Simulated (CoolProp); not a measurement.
20 sccm (0 °C, 1 atm) of nitrogen bubbles through liquid water at 279.4 K and leaves saturated at a total pressure of 0.00953 MPa (ideal gas phase). Each further row changes one setting.

Model: reference Helmholtz-energy equation of state, Wagner 2002, in CoolProp.

| case | vapour pressure (kPa) | mole fraction of vapour | delivery (mg/min) | delivery (sccm) | change of delivery for a bath 1 K warmer (%) |
|---|---|---|---|---|---|
| as stated | 0.952 | 0.0999 | 1.78 | 2.22 | 8.0 |
| bath temperature 284.4 K | 1.33 | 0.140 | 2.62 | 3.26 | 8.0 |
| total pressure 0.0191 MPa | 0.952 | 0.0498 | 0.843 | 1.05 | 7.5 |
